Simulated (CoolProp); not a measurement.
The numbers come from the reference Helmholtz-energy equation of state, Lemmon 2009 in CoolProp.

Problem. For propane, give the phase and the cp (kJ/(kg K)), Joule-Thomson coefficient (K/MPa), isothermal compressibility (1/MPa), Prandtl number at 147.75 °C and 2.36 MPa.

Solution. 
- 147.75 °C and 2.36 MPa: gas; cp 2.43, Joule-Thomson coefficient 7.04, isothermal compressibility 0.494, Prandtl number 0.796

Viscosity comes from a separate model (Vogel 1998). Thermal conductivity comes from a separate model (Marsh 2002).
